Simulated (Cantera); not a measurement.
What does this Cantera script print?

```python
import numpy as np
import cantera as ct

gas_names = """
    C CH CH2 CH3 CH2OH CH3O CH4 CH3OH CO CO2 COOH C2 C2H CHCO,ketyl C2H2,acetylene C2H2,vinylidene
    CH2CO,ketene C2H3,vinyl CH3CO,acetyl C2H4 C2H4O,ethylen CH3CHO,ethanal CH3COOH (HCOOH)2 C2H5 C2H6
    CH3OCH3 C2H5OH C2O C3 C3H3,propargyl C3H4,allene C3H4,propyne C3H4,cyclo- C3H5,allyl C3H6,propylene
    C3H6,cyclo- C3H6O C3H7,n-propyl C3H7,i-propyl C3H8 C3H8O,1propanol C3H8O,2propanol C3O2 C4 C4H2
    C4H4,1,3-cyclo- C4H6,butadiene C4H6,2-butyne C4H6,cyclo- C4H8,1-butene C4H8,cis2-buten
    C4H8,tr2-butene C4H8,isobutene C4H8,cyclo- (CH3COOH)2 C4H9,n-butyl C4H9,i-butyl C4H9,s-butyl
    C4H9,t-butyl C4H10,isobutane C4H10,n-butane C5 C5H6,1,3cyclo- C5H8,cyclo- C5H10,1-pentene
    C5H10,cyclo- C5H11,pentyl C5H11,t-pentyl C5H12,n-pentane C5H12,i-pentane CH3C(CH3)2CH3 C6H2
    C6H5,phenyl C6H5O,phenoxy C6H6 C6H5OH,phenol C6H10,cyclo- C6H12,1-hexene C6H12,cyclo- C6H13,n-hexyl
    C7H7,benzyl C7H8 C7H8O,cresol C7H14,1-heptene C7H15,n-heptyl C7H16,n-heptane C8H8,styrene
    C8H10,ethylbenz C8H16,1-octene C8H17,n-octyl C8H18,isooctane C8H18,n-octane C9H19,n-nonyl
    C10H8,naphthale C10H21,n-decyl C12H9,o-bipheny C12H10,bipheny H HCO HO2 H2 HCHO,formaldehy HCOOH H2O
    H2O2 O OH O2 O3 Ti TiO TiO2
""".split()
cond_names = """
    C(gr) C6H6(L) C7H8(L) C8H18(L),n-octa H2O(s) H2O(L) Ti(a) Ti(b) Ti(L) TiC(s) TiC(L) TiO(a) TiO(b)
    TiO(L) TiO2(ru) TiO2(L) Ti2O3(a) Ti2O3(b) Ti2O3(L) Ti3O5(a) Ti3O5(b) Ti3O5(L) Ti4O7(s) Ti4O7(L)
""".split()


def load(file, names, dense=False):
    # The tables refer to 1 bar. Condensed volumes are neglected.
    table = {s.name: s for s in ct.Species.list_from_file(file)}
    out = []
    for n in names:
        d = dict(table[n].input_data)
        d["thermo"] = dict(d["thermo"], **{"reference-pressure": 1e5})
        if dense:
            d["equation-of-state"] = {"model": "constant-volume", "density": "1e6 g/cm^3"}
        out.append(ct.Species.from_dict(d))
    return out


gas = ct.Solution(thermo="ideal-gas", species=load("nasa_gas.yaml", gas_names))
cond = {s.name: ct.Solution(thermo="fixed-stoichiometry", species=[s], name=s.name)
        for s in load("nasa_condensed.yaml", cond_names, dense=True)}
atoms = {
    'Ti(OiPr)4': {'Ti': 1, 'C': 12, 'H': 28, 'O': 4},
    'O2': {'O': 2},
}
top_T = {'C(gr)': 4500}  # K; cautious upper limits of use, not melting points


def equilibrate(T, P, feed):
    n = {}
    for name, mol in feed.items():
        for a, k in atoms[name].items():
            n[a] = n.get(a, 0.0) + k * mol
    gas.TPX = T, P, n
    mass = sum(n.values()) * gas.mean_molecular_weight
    gas.equilibrate("TP")
    valid = [c for c in cond.values() if c.min_temp <= T <= top_T.get(c.name, c.max_temp)]
    mix = ct.Mixture([(gas, mass / gas.mean_molecular_weight)] + [(c, 0.0) for c in valid])
    mix.T, mix.P = T, P
    mix.equilibrate("TP", solver="vcs", rtol=1e-11, max_steps=5000)
    return mix


results = []
feed = {'Ti(OiPr)4': 1, 'O2': 16}  # mol
P = 13332.2  # Pa
for T in [1223, 1373, 1523, 1673, 1823, 1973, 2123, 2273]:
    mix = equilibrate(T, P, feed)
    results.append((T, P, feed, dict(zip(mix.species_names, mix.species_moles))))

top = {s: max(r[3][s] / sum(r[3][g] for g in gas_names) for r in results) for s in gas_names}
cols = sorted((s for s in top if top[s] > 0.001), key=lambda s: -top[s])[:6]
seen = [c for c in cond_names if any(r[3].get(c, 0) > 1e-12 for r in results)]
print("log10 of partial pressures in bar; condensed amounts in mol")
print(f"{'T/K':>10s}" + "".join(f"{s[:9]:>10s}" for s in cols + seen))
for T, P, feed, n in results:
    ng = sum(n[g] for g in gas_names)
    print(f"{T:10.4g}" + "".join(f"{np.log10(max(n[s] / ng * P / 1e5, 1e-99)):10.3f}" for s in cols)
          + "".join(f"{n.get(c, 0):10.4g}" for c in seen))
```

It prints:

```
log10 of partial pressures in bar; condensed amounts in mol
       T/K       H2O       CO2        CO        H2        OH        O2  TiO2(ru)   TiO2(L)
      1223    -1.205    -1.297    -1.954    -2.027    -8.759   -13.741         1         0
      1373    -1.195    -1.310    -1.901    -2.100    -7.371   -11.247         1         0
      1523    -1.188    -1.320    -1.866    -2.162    -6.254    -9.234         1         0
      1673    -1.182    -1.327    -1.841    -2.216    -5.336    -7.576         1         0
      1823    -1.179    -1.333    -1.823    -2.261    -4.569    -6.188         1         0
      1973    -1.177    -1.338    -1.809    -2.300    -3.919    -5.013         1         0
      2123    -1.177    -1.344    -1.795    -2.328    -3.366    -4.016    0.9997         0
      2273    -1.185    -1.361    -1.764    -2.329    -2.905    -3.213         0    0.9974
```

Cantera equilibrium calculation (NASA polynomials, part measured and part estimated; ideal gas, pure solids and liquids). The feed counts by its element totals alone. Gases not in the tables: TiO(OH)2.
